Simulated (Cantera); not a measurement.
Charge: 1 mol FeS₂, 2.1 mol H₂S, 0.74 mol CO₂, equilibrated at 1302 °C and 0.0133 bar.

Cantera equilibrium calculation (NASA polynomials, part measured and part estimated; ideal gas, pure solids and liquids). Candidate condensed phases: C, C₆H₆, C₇H₈, C₈H₁₈, Fe, Fe(CO)₅, FeO, Fe(OH)₂, Fe(OH)₃, FeS, FeSO₄, FeS₂, Fe₂O₃, Fe₂(SO₄)₃, Fe₃O₄, H₂O, H₂SO₄, S; 127 gas species. FeS: taken at fixed stoichiometry. The numbers say what is thermodynamically allowed, not how fast it happens.

Base state: S₂ 0.328, H₂ 0.297, CO 0.148, H₂O 0.138, H₂S 0.0505, CO₂ 0.0237, SH 0.00671, SO₂ 0.00394 (mole fractions); condensed: FeS(l).

Task: What changes in the equilibrium state with this change: temperature from 1302 °C to 950 °C?

Result: 
```
species        before     after
-----------  --------  --------
S₂              0.328     0.281
H₂S            0.0505     0.215
H₂              0.297     0.187
CO₂            0.0237    0.0582
CO              0.148     0.124
H₂O             0.138     0.128
H            0.000196   1.13e-6
S            0.000463   3.64e-6
SO            0.00191   3.94e-5
CS₂           7.12e-6   8.52e-5
SO₂           0.00394  0.000377
FeS(l), mol     1.000         0
FeS(s), mol         0      1.00
```
Gases not in the tables: S₃ to S₇.
